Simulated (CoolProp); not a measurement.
Values from CoolProp's reference Helmholtz-energy equation of state, Thol 2014.

Give the vapour pressure (MPa), enthalpy of vaporisation (kJ/kg), surface tension (mN/m) of saturated chloromethane (R40) at 59.15, 108.85 °C.


```tsv
T (°C)	p (MPa)	enthalpy of vaporisation (kJ/kg)	surface tension (mN/m)
59.15	1.40	327	10.2
108.85	3.80	230	3.41
```

Surface tension comes from a separate correlation (Mulero 2014).
